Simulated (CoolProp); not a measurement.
n-perfluorohexane at several states: Z from the reference equation and from simpler models built on Tc = 448.0 K, pc = 1.742 MPa, ω = 0.497; each cubic takes its own stable root.

Model: reference Helmholtz-energy equation of state, Gao 2022, in CoolProp.

| T (K) | p (MPa) | phase | reference |
|---|---|---|---|
| 298.2 | 0.122 | liquid | 0.009923 |
| 384.1 | 0.106 | gas | 0.9623 |
| 245.5 | 0.857 | liquid | 0.07772 |
| 329.3 | 1.08 | liquid | 0.08397 |
| 225 | 0.011 | liquid | 0.001057 |

Task: How far does each simpler model (Redlich-Kwong, Soave-Redlich-Kwong, Peng-Robinson) lie from the reference over these 5 states: mean and median of the absolute difference, and the worst?

Result: 
- Redlich-Kwong: mean 18.6 %, median 22.4 %, worst +24.4 % at 329.3 K and 1.08 MPa
- Soave-Redlich-Kwong: mean 12.7 %, median 15.4 %, worst +16.9 % at 225 K and 0.011 MPa
- Peng-Robinson: mean 2.3 %, median 2.0 %, worst +4.1 % at 225 K and 0.011 MPa
